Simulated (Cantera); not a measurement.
A Cantera script and what it prints.

```python
import numpy as np
import cantera as ct

gas_names = """
    H H2 Si SiH SiH2 SiH3 SiH4 Si2 Si3
""".split()
cond_names = """
    Si(cr) Si(L)
""".split()


def load(file, names, dense=False):
    # The tables refer to 1 bar. Condensed volumes are neglected.
    table = {s.name: s for s in ct.Species.list_from_file(file)}
    out = []
    for n in names:
        d = dict(table[n].input_data)
        d["thermo"] = dict(d["thermo"], **{"reference-pressure": 1e5})
        if dense:
            d["equation-of-state"] = {"model": "constant-volume", "density": "1e6 g/cm^3"}
        out.append(ct.Species.from_dict(d))
    return out


gas = ct.Solution(thermo="ideal-gas", species=load("nasa_gas.yaml", gas_names))
cond = {s.name: ct.Solution(thermo="fixed-stoichiometry", species=[s], name=s.name)
        for s in load("nasa_condensed.yaml", cond_names, dense=True)}
atoms = {
    'Si': {'Si': 1},
    'H2': {'H': 2},
}
top_T = {}  # K; cautious upper limits of use, not melting points


def equilibrate(T, P, feed):
    n = {}
    for name, mol in feed.items():
        for a, k in atoms[name].items():
            n[a] = n.get(a, 0.0) + k * mol
    gas.TPX = T, P, n
    mass = sum(n.values()) * gas.mean_molecular_weight
    gas.equilibrate("TP")
    valid = [c for c in cond.values() if c.min_temp <= T <= top_T.get(c.name, c.max_temp)]
    mix = ct.Mixture([(gas, mass / gas.mean_molecular_weight)] + [(c, 0.0) for c in valid])
    mix.T, mix.P = T, P
    mix.equilibrate("TP", solver="vcs", rtol=1e-11, max_steps=5000)
    return mix


results = []
feed = {'Si': 1, 'H2': 0.31}  # mol
P = 30000  # Pa
for T in [523, 623, 723, 823, 923, 1023, 1123, 1223, 1323, 1423, 1523, 1623, 1723]:
    mix = equilibrate(T, P, feed)
    results.append((T, P, feed, dict(zip(mix.species_names, mix.species_moles))))

top = {s: max(r[3][s] / sum(r[3][g] for g in gas_names) for r in results) for s in gas_names}
cols = sorted((s for s in top if top[s] > 1e-06), key=lambda s: -top[s])[:5]
seen = [c for c in cond_names if any(r[3].get(c, 0) > 1e-12 for r in results)]
print("log10 of partial pressures in bar; condensed amounts in mol")
print(f"{'T/K':>10s}" + "".join(f"{s[:9]:>10s}" for s in cols + seen))
for T, P, feed, n in results:
    ng = sum(n[g] for g in gas_names)
    print(f"{T:10.4g}" + "".join(f"{np.log10(max(n[s] / ng * P / 1e5, 1e-99)):10.3f}" for s in cols)
          + "".join(f"{n.get(c, 0):10.4g}" for c in seen))
```

It prints:

```
log10 of partial pressures in bar; condensed amounts in mol
       T/K        H2         H      SiH2        Si       SiH    Si(cr)     Si(L)
       523    -0.523   -19.411   -22.080   -37.149   -31.973         1         0
       623    -0.523   -15.890   -18.194   -29.939   -25.964         1         0
       723    -0.523   -13.335   -15.388   -24.728   -21.627         1         0
       823    -0.523   -11.396   -13.265   -20.787   -18.351         1         0
       923    -0.523    -9.873   -11.604   -17.703   -15.790         1         0
      1023    -0.523    -8.644   -10.267   -15.225   -13.734         1         0
      1123    -0.523    -7.632    -9.169   -13.191   -12.048         1         0
      1223    -0.523    -6.783    -8.250   -11.492   -10.640         1         0
      1323    -0.523    -6.061    -7.471   -10.052    -9.448         1         0
      1423    -0.523    -5.439    -6.802    -8.816    -8.426         1         0
      1523    -0.523    -4.898    -6.221    -7.744    -7.540         1         0
      1623    -0.523    -4.422    -5.712    -6.806    -6.765         1         0
      1723    -0.523    -4.001    -5.293    -6.007    -6.111         0         1
```

Cantera equilibrium calculation (NASA polynomials, part measured and part estimated; ideal gas, pure solids and liquids). Gases not in the tables: Si2H6 and higher silanes.
